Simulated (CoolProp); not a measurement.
Vapour-liquid equilibrium of propane (1) + R227EA (2) at 324.5 K; x and y are mole fractions of (1).

Model: multi-fluid Helmholtz-energy mixture model, Lemmon 2009 and Lemmon 2016; pair parameters Bell 2016, in CoolProp.

Give the bubble pressure and the first vapour's composition at x = 0.45, 0.55, 0.95. Is there an azeotrope?

x = 0.45: 17.33 bar, y = 0.580; x = 0.55: 18.09 bar, y = 0.639; x = 0.95: 18.20 bar, y = 0.933. y crosses x between x = 0.75 and 0.85: the model has an azeotrope there.

Pair parameters are fitted to limited data, so mixtures are less certain than the pure fluids.
